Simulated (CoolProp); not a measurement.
Vapour pressure (MPa) of n-undecane: the reference equation beside estimates from Tc = 365.7 °C, pc = 1.990 MPa, ω = 0.539. Clausius-Clapeyron is anchored at 101.55 °C with a constant enthalpy of vaporisation of 49.81 kJ/mol.

Values from CoolProp's reference Helmholtz-energy equation of state, Aleksandrov 2011. It is a short technical equation, of lower accuracy than the large ones.

```csv
T (°C),reference,Clausius-Clapeyron,Soave-Redlich-Kwong
15.25,2.656e-5,3.955e-5,2.516e-5
32.55,0.0001009,0.0001281,9.507e-5
49.75,0.0003199,0.0003639,0.0003015
67.05,0.0008827,0.0009349,0.0008359
84.25,0.002146,0.002182,0.002046
101.55,0.004731,0.004731,0.004551
118.75,0.009521,0.009542,0.009246
136.05,0.01786,0.01821,0.01751
153.35,0.03144,0.03298,0.03111
170.55,0.05225,0.05685,0.05216
187.85,0.08307,0.09435,0.08362
205.05,0.1265,0.1506,0.1283
222.35,0.1864,0.2332,0.1904
239.55,0.2658,0.3498,0.2731
256.85,0.3699,0.5123,0.3819
```

Absolute difference from the reference over all 15 rows, mean and median: Clausius-Clapeyron 16.1 and 13.6 %, Soave-Redlich-Kwong 3.1 and 2.9 %.
